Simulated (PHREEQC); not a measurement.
Solution (25 °C): 0.018 mol LiOH and 0.0002 mol K2SiO3 per kg of water. Closed to the air; pH follows from the charge balance.

Model: Pitzer model, pitzer.dat, run in PHREEQC.

No solid was allowed to form.

**Question.** Order these Si species by the share of Si that they hold, largest first: H3SiO4-, H2SiO4-2, H4SiO4.

**Answer.** H3SiO4- (85 %), H2SiO4-2 (14 %), H4SiO4 (0.32 %)

The pH is 12.19 and the ionic strength 0.0184 mol/kgw. Complexes and solids missing from the database can't appear.
